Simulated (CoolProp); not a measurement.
C2F6 (R116) along the isobar 11800 kPa: Z from the reference equation and from simpler models built on Tc = 293.0 K, pc = 3048 kPa, ω = 0.257; each cubic takes its own stable root.

Values from CoolProp's reference Helmholtz-energy equation of state, Lemmon 2006. It is a short technical equation, of lower accuracy than the large ones.

```tsv
T (K)	phase	reference	Redlich-Kwong	Soave-Redlich-Kwong	Peng-Robinson
258	liquid	0.5446	0.5760	0.5649	0.5034
265.8	liquid	0.5427	0.5739	0.5645	0.5035
273.5	liquid	0.5422	0.5731	0.5656	0.5053
281.3	liquid	…	0.5735	0.5686	0.5088
289.1	liquid	0.5457	0.5752	0.5734	0.5143
296.8	supercritical	0.5498	0.5782	…	0.5216
304.6	supercritical	0.5557	0.5825	0.5889	0.5311
312.4	supercritical	…	0.5882	0.5999	0.5428
320.1	supercritical	0.5733	0.5952	…	0.5567
327.9	supercritical	0.5853	0.6036	0.6283	0.5729
335.7	supercritical	0.5995	0.6133	0.6458	0.5912
343.4	supercritical	0.6157	0.6242	0.6648	0.6111
351.2	supercritical	0.6341	0.6364	0.6856	0.6326
```

Task: Fill in the missing entries.

Result: 
- 281.3, reference: 0.5432
- 296.8, Soave-Redlich-Kwong: 0.5801
- 312.4, reference: 0.5635
- 320.1, Soave-Redlich-Kwong: 0.6129
